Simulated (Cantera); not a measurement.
Gas mixture: 7.95 % CO2, 32.5 % NH3, 41.1 % C2H6, 18.5 % N2, at 0.00158 atm, frozen composition.

Cantera's kinetic-theory transport with the Lennard-Jones parameters of GRI-Mech 3.0, ideal gas; thermal conductivity in the mixture-averaged form. Polar gases are described roughly by these parameters. The composition is frozen, though it would react at the higher temperatures.

D: mixture-averaged diffusion coefficient of that species in the mixture.

```csv
T (K),ρ (kg/m³),cp (J/kg/K),μ (µPa s),λ (mW/m/K),Pr,D (cm²/s) N2,D (cm²/s) NH3,D (cm²/s) CH3
400,0.00128,1807,15.0,36.6,0.742,___,181,204
600,0.000852,2287,21.3,63.4,0.769,___,391,423
800,0.000639,2668,26.9,91.4,0.784,___,662,698
1000,0.000511,2978,31.8,119,0.797,___,986,1020
1200,0.000426,3216,36.4,146,0.803,___,1360,1400
1400,0.000365,3405,40.6,172,0.807,___,1770,1810
```

Q: Fill in the missing entries.

A: 
- 400, D (cm²/s) N2: 185
- 600, D (cm²/s) N2: 381
- 800, D (cm²/s) N2: 628
- 1000, D (cm²/s) N2: 918
- 1200, D (cm²/s) N2: 1250
- 1400, D (cm²/s) N2: 1620
